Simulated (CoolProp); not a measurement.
Vapour-liquid equilibrium of R114 (1) + n-pentane (2) at 457 kPa; x and y are mole fractions of (1).

Values from CoolProp's multi-fluid Helmholtz-energy mixture model, Platzer 1990 and Thol 2019; pair parameters Bell 2016. This equation is an older, rougher fit; its heat capacities, sound speeds and derivatives of the liquid may be far off and weren't checked against measurements.

Problem. Give the bubble temperature and the first vapour's composition at x = 0.05, 0.35, 0.45. Is there an azeotrope?

Solution. x = 0.05: 84.0 °C, y = 0.139; x = 0.35: 65.9 °C, y = 0.593; x = 0.45: 62.3 °C, y = 0.673. No azeotrope shows between x = 0.05 and 0.95.

The pair parameters rest on a limited set of measurements; away from them the model extrapolates.
